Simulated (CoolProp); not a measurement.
Propylene along the isobar 515 kPa: density (kg/m³) from the reference equation and from simpler models built on Tc = 91.1 °C, pc = 4555 kPa, ω = 0.146; each cubic takes its own stable root.

Model: reference Helmholtz-energy equation of state, Lemmon 2013, in CoolProp.

```csv
T (°C),phase,reference,Redlich-Kwong,Soave-Redlich-Kwong
-136.85,liquid,713.2,659.3,658.8
-100.15,liquid,672.1,625.9,628.6
-63.45,liquid,629.7,585.8,592.1
-26.65,liquid,583.7,537.0,546.5
10.05,gas,10.15,10.04,10.09
46.75,gas,8.677,8.651,8.666
83.45,gas,7.635,7.630,7.632
120.15,gas,6.839,6.841,6.836
156.85,gas,6.205,6.210,6.201
193.55,gas,5.684,5.690,5.679
```
